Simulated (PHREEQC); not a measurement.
Synthetic water in mg/L, 93 °C, pH 2.22, pe 11.1:

| constituent | mg/L |
|---|---|
| Na | 194 |
| K | 3.68 |
| Ca | 289 |
| Mg | 56.5 |
| Cl | 326 |
| S(6) as SO4 | 1510 |
| Zn | 5.1 |
| Cd | 0.961 |
| Cu(2) | 6.94 |

Valence states are taken as typed.

Model: ion-association model, wateq4f.dat, run in PHREEQC.

Each row changes one thing in this solution. No solid was allowed to form.

| case | ionic strength (mol/kgw) | HSO4- (mol/kgw) | Ca+2 (mol/kgw) | SO4-2 (mol/kgw) | CaSO4 (mol/kgw) | Mg+2 (mol/kgw) | SI of Gypsum (CaSO4:2H2O) |
|---|---|---|---|---|---|---|---|
| as made | 0.0390 | 0.00835 | 0.00540 | 0.00434 | 0.00158 | 0.00124 | -0.51 |
| Cd from 0.961 to 2.88 mg/L | 0.0390 | 0.00834 | 0.00540 | 0.00434 | 0.00158 | 0.00124 | -0.51 |
| Na from 194 to 582 mg/L | 0.0480 | 0.00819 | 0.00553 | 0.00447 | 0.00147 | 0.00130 | -0.54 |
| all concentrations times 2 at the same typed pH | 0.0714 | 0.0149 | 0.00981 | 0.00895 | 0.00402 | 0.00209 | -0.10 |

At this temperature some constants are extrapolated from 25 °C, and those without enthalpy data are left unchanged.
